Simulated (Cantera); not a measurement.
Input (Python, Cantera) and output of one run.

```python
import numpy as np
import cantera as ct

gas_names = [...]  # 118 gases of nasa_gas.yaml made of C, Cl, F, H
cond_names = """
    C(gr) C6H6(L) C7H8(L) C8H18(L),n-octa
""".split()


# ... load() reads the species with a 1 bar reference pressure and builds the phases ...
atoms = {
    'c-C4F8': {'C': 4, 'F': 8},
    'HCl': {'H': 1, 'CL': 1},
    'H2': {'H': 2},
}
top_T = {'C(gr)': 4500}  # K; cautious upper limits of use, not melting points


# ... equilibrate(T, P, feed) seeds the gas with the atoms and calls Mixture.equilibrate('TP', solver="vcs", rtol=1e-11, max_steps=5000) ...
results = []
feed = {'c-C4F8': 1, 'HCl': 0.26, 'H2': 1.2}  # mol
T = 1573  # K
for P in [1, 5.2, 27, 140, 720, 3700, 19000, 100000]:
    mix = equilibrate(T, P, feed)
    results.append((T, P, feed, dict(zip(mix.species_names, mix.species_moles))))
    x = sorted(zip(gas.X, gas.species_names), reverse=True)
    print(f"T = {T:g} K  P = {P:g} Pa  gas = {mix.phase_moles(0):.4g} mol")
    print("   x: " + "  ".join(f"{s} {v:.3e}" for v, s in x if v > 1e-06))
    print("   condensed (mol): " + ("  ".join(f"{mix.phase(i).name} {mix.phase_moles(i):.4g}"
          for i in range(1, mix.n_phases) if mix.phase_moles(i) > 1e-12) or "none"))
```

Result:

```
T = 1573 K  P = 1 Pa  gas = 4.387 mol
   x: HF 6.063e-01  CF4 2.871e-01  CL 5.917e-02  F 2.637e-02  CF2 2.045e-02  CF3 5.085e-04  HCL 7.766e-05  CF 8.125e-06  CCLF3 6.130e-06  CL2 4.016e-06  CLF 3.722e-06
   condensed (mol): C(gr) 2.648
T = 1573 K  P = 5.2 Pa  gas = 4.299 mol
   x: HF 6.184e-01  CF4 3.038e-01  CL 6.013e-02  CF2 9.226e-03  F 7.768e-03  CF3 3.512e-04  HCL 2.733e-04  CCLF3 2.238e-05  CL2 2.157e-05  CLF 5.793e-06  CF 2.393e-06
   condensed (mol): C(gr) 2.653
T = 1573 K  P = 27 Pa  gas = 4.268 mol
   x: HF 6.224e-01  CF4 3.102e-01  CL 5.968e-02  CF2 4.092e-03  F 2.270e-03  HCL 9.342e-04  CF3 2.364e-04  CL2 1.103e-04  CCLF3 7.761e-05  CLF 8.726e-06
   condensed (mol): C(gr) 2.657
T = 1573 K  P = 140 Pa  gas = 4.248 mol
   x: HF 6.231e-01  CF4 3.136e-01  CL 5.684e-02  HCL 3.052e-03  CF2 1.807e-03  F 6.625e-04  CL2 5.188e-04  CCLF3 2.561e-04  CF3 1.579e-04  CLF 1.257e-05
   condensed (mol): C(gr) 2.658
T = 1573 K  P = 720 Pa  gas = 4.219 mol
   x: HF 6.217e-01  CF4 3.175e-01  CL 4.822e-02  HCL 8.796e-03  CL2 1.920e-03  CF2 8.016e-04  CCLF3 7.488e-04  F 1.946e-04  CF3 1.059e-04  CLF 1.611e-05  CHF3 1.539e-06  CCL2F2 1.410e-06
   condensed (mol): C(gr) 2.653
T = 1573 K  P = 3700 Pa  gas = 4.17 mol
   x: HF 6.180e-01  CF4 3.235e-01  CL 3.208e-02  HCL 1.977e-02  CL2 4.368e-03  CCLF3 1.724e-03  CF2 3.569e-04  CF3 7.129e-05  F 5.728e-05  CLF 1.622e-05  CCL2F2 7.338e-06  CHF3 3.501e-06
   condensed (mol): C(gr) 2.642
T = 1573 K  P = 19000 Pa  gas = 4.121 mol
   x: HF 6.124e-01  CF4 3.298e-01  HCL 3.304e-02  CL 1.594e-02  CL2 5.540e-03  CCLF3 2.966e-03  CF2 1.590e-04  CF3 4.805e-05  CCL2F2 2.130e-05  F 1.687e-05  CLF 1.219e-05  CHF3 7.938e-06
   condensed (mol): C(gr) 2.627
T = 1573 K  P = 100000 Pa  gas = 4.088 mol
   x: HF 6.063e-01  CF4 3.345e-01  HCL 4.429e-02  CL 6.234e-03  CL2 4.457e-03  CCLF3 4.072e-03  CF2 6.981e-05  CCL2F2 3.958e-05  CF3 3.206e-05  CHF3 1.816e-05  CLF 7.245e-06  F 4.873e-06  H2F2 4.282e-06
   condensed (mol): C(gr) 2.615
```

Cantera equilibrium calculation (NASA polynomials, part measured and part estimated; ideal gas, pure solids and liquids). The feed counts by its element totals alone. Gases not in the tables: C2F6 and larger saturated fluorocarbons.
